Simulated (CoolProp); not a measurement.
A single-stage vapour-compression cycle with the fluid: evaporating at 249.15 K (dew point), condensing at 287.15 K (bubble point), superheat 0 K, subcooling 2 K, compressor efficiency 0.75, no pressure losses. The same conditions are run with several fluids, on thermodynamics alone (safety and materials aside).

The numbers come from the reference Helmholtz-energy equation of state of each fluid (R1233zd(E): Akasaka 2022; dimethyl ether: Wu 2011; R1132(E): Akasaka 2024; R124: de Vries 1995; trans-2-butene: Lemmon 2005; isobutene: Lemmon 2005) in CoolProp.

| fluid | cooling COP | pressure ratio | discharge temperature (K) | refrigerating effect (kJ/kg) | volumetric capacity (kJ/m³) |
|---|---|---|---|---|---|
| R1233zd(E) | 4.39 | 5.77 | 304.6 | 173 | 165 |
| dimethyl ether | 4.35 | 4.05 | 316.8 | 381 | 924 |
| R1132(E) | 4.13 | 3.45 | 316.5 | 217 | 2610 |
| R124 | 4.26 | 4.52 | 298.6 | 133 | ___ |
| trans-2-butene | 4.39 | 4.64 | 305.5 | 348 | ___ |
| isobutene | 4.35 | 4.36 | ___ | 327 | 449 |

**Question.** Complete the blanks.

**Answer.** 
- R124, volumetric capacity (kJ/m³): 536
- trans-2-butene, volumetric capacity (kJ/m³): 338
- isobutene, discharge temperature (K): 302.9
